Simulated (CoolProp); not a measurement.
Values from CoolProp's reference Helmholtz-energy equation of state, Zhou 2012.

Problem. Give the vapour pressure (kPa), enthalpy of vaporisation (kJ/kg), liquid cp (kJ/(kg K)), vapour Z of saturated o-xylene at 239.05 °C.

Solution. 
```json
[
 {"T (°C)": "239.05", "p (kPa)": "738", "enthalpy of vaporisation (kJ/kg)": "273", "liquid cp (kJ/(kg K))": "2.57", "vapour Z": "0.822"}
]
```
